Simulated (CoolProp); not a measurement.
Ethylene at several states: Z from the reference equation and from simpler models built on Tc = 282.4 K, pc = 5.042 MPa, ω = 0.087; each cubic takes its own stable root.

Model: reference Helmholtz-energy equation of state, Smukala 2000, in CoolProp.

```tsv
T (K)	p (MPa)	phase	reference
318.4	0.056	gas	0.9974
310.3	26.6	supercritical	0.7109
122	0.0356	liquid	0.001559
122.1	16.3	liquid	0.7034
391.3	2.27	gas	0.9471
291.2	0.0239	gas	0.9985
```

How far does each simpler model (van der Waals, Peng-Robinson) lie from the reference over these 6 states: mean and median of the absolute difference, and the worst?


- van der Waals: mean 10536.7 %, median 14.4 %, worst +63139.3 % at 122 K and 0.0356 MPa
- Peng-Robinson: mean 3.4 %, median 3.0 %, worst -7.2 % at 122 K and 0.0356 MPa

At some of these states van der Waals gives the other phase, because its saturation line lies elsewhere.
